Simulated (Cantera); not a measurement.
Mixture: 36.7 % CO, 1.28 % H₂, 3.34 % CH₄, 15.1 % O₂, 43.6 % N₂, at 1.00 bar, adiabatic and at constant volume. Ignition delay is the time to a rise of 400 K.

Model: GRI-Mech 3.0 (53 species, 325 reactions), integrated in Cantera.

**Question.** At T0 = 1498 K, what is the delay, and which 8 reactions control it most (d ln τ / d ln k, from doubling and halving each rate constant)?

**Answer.** The delay is 0.156 ms.
| reaction | d ln τ / d ln k | faster rate |
|---|---|---|
| H + O2 <=> O + OH | -1.19 | shortens it |
| CH4 + H <=> CH3 + H2 | 0.58 | lengthens it |
| CH4 + OH <=> CH3 + H2O | 0.55 | lengthens it |
| CO + OH <=> CO2 + H | -0.40 | shortens it |
| H2 + O <=> H + OH | -0.17 | shortens it |
| H2 + OH <=> H + H2O | -0.16 | shortens it |
| 2 CH3 (+M) <=> C2H6 (+M) | 0.11 | lengthens it |
| CH3 + O2 <=> CH3O + O | -0.11 | shortens it |
